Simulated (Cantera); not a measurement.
A Cantera script and what it prints.

```python
import numpy as np
import cantera as ct

gas_names = """
    CS2
""".split()
cond_names = """
    PbS(s) PbS(L) C(gr) Pb(cr) Pb(L)
""".split()


# ... load() reads the species with a 1 bar reference pressure and builds the phases ...
species = {s.name: s for s in load("nasa_gas.yaml", gas_names) + load("nasa_condensed.yaml", cond_names)}
# Each term lists the table entries of one substance; the one whose range holds T is used.
reactions = {
    '2 PbS + C = CS2(g) + 2 Pb':
        [(-2, ['PbS(s)', 'PbS(L)']), (-1, ['C(gr)']), (1, ['CS2']), (2, ['Pb(cr)', 'Pb(L)'])],
}


def pick(names, T):
    return next(species[n] for n in names if species[n].thermo.min_temp <= T <= species[n].thermo.max_temp)


results = []
for label, terms in reactions.items():
    print(label)
    print("     T/K   dH/kJ  dS/(J/K)   dG/kJ   log10 K")
    for T in [1000, 1025, 1050, 1075, 1100]:
        used = [(nu, pick(names, T)) for nu, names in terms]
        dH = sum(nu * s.thermo.h(T) for nu, s in used) / 1e6
        dS = sum(nu * s.thermo.s(T) for nu, s in used) / 1e3
        dG = dH - T * dS / 1e3
        logK = -dG * 1e6 / (ct.gas_constant * T * np.log(10))
        results.append((label, T, dH, dS, dG, logK, [s.name for _, s in used]))
        print(f"{T:8g} {dH:8.1f} {dS:8.1f} {dG:8.1f} {logK:8.2f}")
```

Output:

```
2 PbS + C = CS2(g) + 2 Pb
     T/K   dH/kJ  dS/(J/K)   dG/kJ   log10 K
    1000    316.6    184.5    132.1    -6.90
    1025    316.1    184.1    127.5    -6.50
    1050    315.7    183.7    122.9    -6.11
    1075    315.3    183.3    118.3    -5.75
    1100    314.8    182.8    113.7    -5.40
```

Source: NASA polynomial tables (part measured, part estimated), evaluated in Cantera. Condensed species are held in their standard states even where they would react or evaporate.
